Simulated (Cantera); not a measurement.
Cantera run:

```python
import numpy as np
import cantera as ct

gas_names = """
    CL CLO CL2 N NO NO2 NO3 N2 N2O O O2 O3 Si SiCL SiCL2 SiCL3 SiCL4 SiN SiO SiO2 Si2 Si2N Si3
""".split()
cond_names = """
    Si(cr) Si(L) SiO2(Lqz) SiO2(hqz) SiO2(L) Si2N2O(s) Si3N4(a)
""".split()


# ... load() reads the species with a 1 bar reference pressure and builds the phases ...
atoms = {
    'SiO2': {'Si': 1, 'O': 2},
    'SiCl4': {'Si': 1, 'CL': 4},
    'N2': {'N': 2},
}
top_T = {'Si2N2O(s)': 2100, 'Si3N4(a)': 2400}  # K; cautious upper limits of use, not melting points


# ... equilibrate(T, P, feed) seeds the gas with the atoms and calls Mixture.equilibrate('TP', solver="vcs", rtol=1e-11, max_steps=5000) ...
results = []
feed = {'SiO2': 1, 'SiCl4': 0.79, 'N2': 82}  # mol
P = 4.6  # Pa
for T in [1173, 1223, 1273, 1323, 1373, 1423, 1473, 1523, 1573, 1623, 1673, 1723, 1773]:
    mix = equilibrate(T, P, feed)
    results.append((T, P, feed, dict(zip(mix.species_names, mix.species_moles))))
    x = sorted(zip(gas.X, gas.species_names), reverse=True)
    print(f"T = {T:g} K  P = {P:g} Pa  gas = {mix.phase_moles(0):.4g} mol")
    print("   x: " + "  ".join(f"{s} {v:.3e}" for v, s in x if v > 1e-05))
    print("   condensed (mol): " + ("  ".join(f"{mix.phase(i).name} {mix.phase_moles(i):.4g}"
          for i in range(1, mix.n_phases) if mix.phase_moles(i) > 1e-12) or "none"))
```

Result:

```
T = 1173 K  P = 4.6 Pa  gas = 82.81 mol
   x: N2 9.902e-01  SiCL4 9.299e-03  CL 2.829e-04  SiCL3 1.980e-04  SiCL2 4.154e-05
   condensed (mol): SiO2(hqz) 0.9999
T = 1223 K  P = 4.6 Pa  gas = 82.85 mol
   x: N2 9.898e-01  SiCL4 8.988e-03  CL 7.019e-04  SiCL3 4.003e-04  SiCL2 1.421e-04
   condensed (mol): SiO2(hqz) 0.9996
T = 1273 K  P = 4.6 Pa  gas = 82.93 mol
   x: N2 9.888e-01  SiCL4 8.367e-03  CL 1.652e-03  SiCL3 7.222e-04  SiCL2 4.086e-04  SiO 5.734e-05
   condensed (mol): SiO2(hqz) 0.9976
T = 1323 K  P = 4.6 Pa  gas = 83.11 mol
   x: N2 9.867e-01  SiCL4 7.239e-03  CL 3.679e-03  SiCL3 1.140e-03  SiCL2 9.819e-04  SiO 2.904e-04
   condensed (mol): SiO2(hqz) 0.9879
T = 1373 K  P = 4.6 Pa  gas = 83.49 mol
   x: N2 9.822e-01  CL 7.727e-03  SiCL4 5.451e-03  SiCL2 1.907e-03  SiCL3 1.499e-03  SiO 1.212e-03
   condensed (mol): SiO2(hqz) 0.9494
T = 1423 K  P = 4.6 Pa  gas = 84.24 mol
   x: N2 9.734e-01  CL 1.512e-02  SiO 4.098e-03  SiCL4 3.124e-03  SiCL2 2.735e-03  SiCL3 1.470e-03
   condensed (mol): SiO2(hqz) 0.8274
T = 1473 K  P = 4.6 Pa  gas = 85.49 mol
   x: N2 9.592e-01  CL 2.628e-02  SiO 1.051e-02  SiCL2 2.251e-03  SiCL4 9.465e-04  SiCL3 7.892e-04  CL2 1.348e-05
   condensed (mol): SiO2(hqz) 0.5509
T = 1523 K  P = 4.6 Pa  gas = 86.54 mol
   x: N2 9.475e-01  CL 3.492e-02  SiO 1.690e-02  SiCL2 5.261e-04  SiCL3 9.812e-05  SiCL4 5.466e-05  CL2 1.212e-05
   condensed (mol): SiO2(hqz) 0.2687
T = 1573 K  P = 4.6 Pa  gas = 86.73 mol
   x: N2 9.455e-01  CL 3.633e-02  SiO 1.813e-02  SiCL2 4.057e-05
   condensed (mol): SiO2(hqz) 0.2138
T = 1623 K  P = 4.6 Pa  gas = 86.74 mol
   x: N2 9.454e-01  CL 3.642e-02  SiO 1.821e-02
   condensed (mol): SiO2(hqz) 0.2101
T = 1673 K  P = 4.6 Pa  gas = 86.74 mol
   x: N2 9.453e-01  CL 3.643e-02  SiO 1.822e-02
   condensed (mol): SiO2(hqz) 0.2091
T = 1723 K  P = 4.6 Pa  gas = 86.75 mol
   x: N2 9.453e-01  CL 3.642e-02  SiO 1.825e-02  SiO2 2.099e-05  O 1.705e-05  NO 1.537e-05
   condensed (mol): SiO2(L) 0.2047
T = 1773 K  P = 4.6 Pa  gas = 86.8 mol
   x: N2 9.446e-01  CL 3.640e-02  SiO 1.859e-02  O 1.279e-04  O2 8.543e-05  NO 8.362e-05  SiO2 6.568e-05
   condensed (mol): SiO2(L) 0.1711
```

Equilibrium computed with Cantera from the NASA thermochemical tables; the gas is ideal and each condensed phase is pure. The tables' values for SiCl3, SiO2 are old estimates; treat these amounts as uncertain. The tables hold silica as quartz up to 1696 K and as liquid above; real silica turns to tridymite and cristobalite and melts near 1996 K.
